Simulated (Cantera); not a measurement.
Chemical vapour transport: Fe + HCl + N2

Input: 1 mol Fe, 0.26 mol HCl, 0.7 mol N2, equilibrated at 40.0 mbar.

These are equilibrium values from Cantera (NASA tables, ideal gas, pure condensed phases), not measurements of a reactor. Candidate condensed phases: Fe, FeCl2, FeCl3, NH4Cl; 18 gas species. Kinetics and transport are ignored.

```tsv
T (°C)	x N2	x HCl	x H2	x FeCl2	x Fe2Cl4	x H	n Fe(α)	n FeCl2(s)	n Fe(γ)
577	0.780	0.121	0.0843	0.0125	0.00151	2.97e-11	0.924	0.0616	0
652	0.732	0.156	0.0580	0.0491	0.00445	3.14e-10	0.945	0	0
727	0.730	0.146	0.0627	0.0595	0.00161	2.84e-9	0.940	0	0
802	0.730	0.136	0.0677	0.0664	0.000608	1.91e-8	0.935	0	0
877	0.729	0.127	0.0720	0.0715	0.000250	1.00e-7	0.931	0	0
952	0.729	0.119	0.0758	0.0756	0.000113	4.29e-7	0	0	0.927
1027	0.729	0.113	0.0791	0.0790	5.53e-5	1.56e-6	0	0	0.924
1102	0.729	0.107	0.0819	0.0819	2.93e-5	4.90e-6	0	0	0.921
1177	0.729	0.102	0.0844	0.0844	1.65e-5	1.37e-5	0	0	0.919
1252	0.729	0.0977	0.0865	0.0865	9.83e-6	3.48e-5	0	0	0.917
1327	0.729	0.0939	0.0884	0.0884	6.14e-6	8.08e-5	0	0	0.915
```
x: gas mole fraction; n: condensed amount in mol.

At 577 °C the condensed part is Fe(α) + FeCl2(s). From 652 °C to 877 °C the condensed part is Fe(α). From 952 °C to 1327 °C the condensed part is Fe(γ). The main Fe-bearing gas is FeCl2 throughout. The share of Fe in condensed phases is highest at 577 °C (98.6 %) and lowest at 1327 °C (91.5 %).
